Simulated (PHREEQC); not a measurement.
A solution holds 6.7 mol KOH and 0.018 mol K2SO4 per kg of water, at 85 °C and 10 atm. Closed to the air; pH follows from the charge balance.

Model: Pitzer model, pitzer.dat, run in PHREEQC.

Each row changes one thing in this solution. No solid was allowed to form.

```csv
case,pH,SI of Arcanite (K2SO4)
as made,14.23,-0.83
temperature from 85 to 50 °C,?,-0.52
diluted 10-fold with water,12.19,?
temperature from 85 to 90 °C,?,-0.87
diluted 5-fold with water,?,-2.42
```

Fill in the missing entries.


- temperature from 85 to 50 °C, pH: 15.05
- diluted 10-fold with water, SI of Arcanite (K2SO4): -3.07
- temperature from 85 to 90 °C, pH: 14.13
- diluted 5-fold with water, pH: 12.55

In brines, pH and single-ion activities rest on the MacInnes convention. Away from 25 °C the constants follow the database's enthalpies or fits; those with neither stay at their 25 °C values.
